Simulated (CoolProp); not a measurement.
Model: reference Helmholtz-energy equation of state, Jacobsen 1992, in CoolProp.

Give the vapour pressure (MPa), liquid cp (kJ/(kg K)), vapour Z, liquid viscosity (µPa s) of saturated R11 at -23.75, -11.85, 35.65 °C.


| T (°C) | p (MPa) | liquid cp (kJ/(kg K)) | vapour Z | liquid viscosity (µPa s) |
|---|---|---|---|---|
| -23.75 | 0.0129 | 0.842 | 0.991 | 756 |
| -11.85 | 0.0235 | 0.850 | 0.986 | 649 |
| 35.65 | 0.152 | 0.892 | 0.952 | 391 |

Viscosity comes from a separate model (Klein 1997), an estimate that may be off by 10 % or more.
